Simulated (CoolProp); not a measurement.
A single-stage vapour-compression cycle with the fluid: evaporating at 285.15 K (dew point), condensing at 329.15 K (bubble point), superheat 5 K, subcooling 5 K, compressor efficiency 0.8, no pressure losses. The same conditions are run with several fluids, on thermodynamics alone (safety and materials aside).

Values from CoolProp's reference Helmholtz-energy equation of state of each fluid (R21: Platzer 1990; CH2F2 (R32): Tillner-Roth 1997; R114: Platzer 1990; n-pentane: Thol 2019; R1224YDZ: Akasaka 2023; R11: Jacobsen 1992). The equations of Platzer and Polt are older, rougher fits.

Q: Rank R21, CH2F2 (R32), R114, n-pentane, R1224YDZ, R11 by cooling COP, highest first.

A: R11 (4.65), R21 (4.60), n-pentane (4.51), R1224YDZ (4.41), R114 (4.30), CH2F2 (R32) (3.88)

```json
[
 {"fluid": "R21", "pressure ratio": "4.10", "discharge temperature (K)": "366.0", "refrigerating effect (kJ/kg)": "199", "volumetric capacity (kJ/m³)": "1010"},
 {"fluid": "CH2F2 (R32)", "pressure ratio": "3.07", "discharge temperature (K)": "373.9", "refrigerating effect (kJ/kg)": "225", "volumetric capacity (kJ/m³)": "6950"},
 {"fluid": "R114", "pressure ratio": "3.79", "discharge temperature (K)": "329.1", "refrigerating effect (kJ/kg)": "97.2", "volumetric capacity (kJ/m³)": "998"},
 {"fluid": "n-pentane", "pressure ratio": "4.64", "discharge temperature (K)": "331.5", "refrigerating effect (kJ/kg)": "293", "volumetric capacity (kJ/m³)": "368"},
 {"fluid": "R1224YDZ", "pressure ratio": "4.34", "discharge temperature (K)": "334.1", "refrigerating effect (kJ/kg)": "129", "volumetric capacity (kJ/m³)": "753"},
 {"fluid": "R11", "pressure ratio": "4.27", "discharge temperature (K)": "350.3", "refrigerating effect (kJ/kg)": "154", "volumetric capacity (kJ/m³)": "590"}
]
```

The compression ends wet for: R114.
